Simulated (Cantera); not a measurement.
Gas mixture: C₂H₆ : C₂H₄ = 0.24 : 0.6 (molar parts), at 0.0133 bar, frozen composition.

Cantera's kinetic-theory transport with the Lennard-Jones parameters of GRI-Mech 3.0, ideal gas; thermal conductivity in the multicomponent form. The composition is frozen, though it would react at the higher temperatures.

One state of this run: ρ (kg/m³) = 0.00459; cp (J/kg/K) = 3572; μ (µPa s) = 27.6; λ (mW/m/K) = 131; Pr = 0.753; D (cm²/s) NO = 97.6; D (cm²/s) NH₃ = 115; D (cm²/s) O = 151. D: mixture-averaged diffusion coefficient of that species in the mixture.

Question: Which value of T (K) does it belong to?
A) 600
B) 1000
C) 1400
D) 1200

Answer: B, 1000
